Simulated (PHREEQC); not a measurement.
Synthetic water in mmol/kgw, 16 °C, pH 3.1, pe 11.1: Na 13.9; K 2.12; Ca 4.23; Mg 2.29; Cl 10.6; S(6) 10.2; Pb 0.373; Mn(2) 0.209; Zn 0.169.

Na is adjusted to close the charge balance.
Valence states are taken as typed.

Model: ion-association model, phreeqc.dat, run in PHREEQC.

```
quantity                     before     after
-------------------------  --------  --------
ionic strength (mol/kgw)     0.0396    0.0344
SO4-2 (mol/kgw)             0.00770   0.00587
Ca+2 (mol/kgw)              0.00320   0.00313
Mg+2 (mol/kgw)              0.00168   0.00103
HSO4- (mol/kgw)            0.000293   0.00141
Pb+2 (mol/kgw)             0.000165  0.000154
SI of Gypsum (CaSO4:2H2O)     -0.62     -0.60
SI of Anglesite (PbSO4)       +1.33     +0.79
```

### Question
Name the change that produced these shifts.
A. temperature from 16 to 90 °C at the same typed pH
B. all concentrations times 3 at the same typed pH
C. Ca from 4.23 to 2.12 mmol/kgw

### Answer
A, temperature from 16 to 90 °C at the same typed pH

Precipitation was switched off in this run. Some of these states are supersaturated (in Anglesite, for instance). Away from 25 °C the constants follow the database's enthalpies or fits; those with neither stay at their 25 °C values.
